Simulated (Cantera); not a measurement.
Charge: 1 mol SiH4, 0.092 mol HCl, 4 mol N2, equilibrated at 40.0 mbar.

Method: chemical equilibrium by Gibbs-energy minimisation in Cantera with the NASA 1993 tables (ideal gas, pure condensed phases). Candidate condensed phases: NH4Cl, Si, Si3N4; 28 gas species. N2 is the only nitrogen source here; it is nearly inert below about 1500 K, so the nitride shown seldom forms there in practice. The numbers say what is thermodynamically allowed, not how fast it happens. All values below are at 775 °C.

Base state: N2 0.614, H2 0.369, HCl 0.0170 (mole fractions); condensed: Si3N4(s).

Task: What changes in the equilibrium state with this change: HCl from 0.092 to 1.6 mol?

Result: 
| species | before | after |
|---|---|---|
| N2 | 0.614 | 0.484 |
| H2 | 0.369 | 0.296 |
| HCl | 0.0170 | 0.217 |
| SiCl4 | 7.21e-8 | 0.00351 |
| SiCl3 | 4.14e-9 | 1.41e-5 |
| SiHCl3 | 1.60e-8 | 4.90e-5 |
| Si3N4(s), mol | 0.333 | 0.325 |
The tables' values for SiCl3 are old estimates; treat these amounts as uncertain.
